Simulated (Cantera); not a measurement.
Feed: 1 mol Fe2O3, 0.031 mol H2O, equilibrated at 13.3 mbar.

Method: chemical equilibrium by Gibbs-energy minimisation in Cantera with the NASA 1993 tables (ideal gas, pure condensed phases). Candidate condensed phases: Fe, FeO, Fe(OH)2, Fe(OH)3, Fe2O3, Fe3O4, H2O; 12 gas species. Mutual solubility and eutectic melting of coexisting phases are not modelled. Rates play no part.

At 1323 K, list the 4 most abundant gas species with their mole fractions, and the condensed phases.

H2O 0.997, O2 0.00264, OH 4.24e-5, H2 2.18e-5. Condensed: Fe2O3(s) + Fe3O4(s).
